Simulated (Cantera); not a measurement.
Charge: 1 mol SiCl4, 0.074 mol C3H8, 90 mol H2, equilibrated at 2648 K and 600 Torr.

Cantera equilibrium calculation (NASA polynomials, part measured and part estimated; ideal gas, pure solids and liquids). Candidate condensed phases: C, C6H6, C7H8, C8H18, Si, SiC; 109 gas species. The tables' values for SiCl are old estimates; treat these amounts as uncertain. Gases not in the tables: Si2H6 and higher silanes. The numbers say what is thermodynamically allowed, not how fast it happens.

Base state: H2 0.900, H 0.0493, HCl 0.0382, Si 0.00636, Cl 0.00146, SiH 0.00115, C2H2 (acetylene) 0.000854, SiCl2 0.000803 (mole fractions); condensed: gas only.

Question: What changes in the equilibrium state with this change: temperature from 2648 K to 1775 K?

Answer: 
```
species             before     after
----------------  --------  --------
H2                   0.900     0.961
HCl                 0.0382    0.0349
SiCl2             0.000803   0.00406
H                   0.0493  0.000317
Si                 0.00636   2.74e-6
SiC2              0.000120     <1e-9
C2H2 (acetylene)  0.000854   6.29e-8
Si2C              0.000326   2.55e-8
Si2                7.86e-5   1.54e-8
SiHCl3             2.44e-8   1.44e-5
Si(l), mol               0     0.390
SiC(s), mol              0     0.221
```
Mutual solubility and eutectic melting of coexisting phases are not modelled. The tables' values for SiCl3 are old estimates; treat these amounts as uncertain.
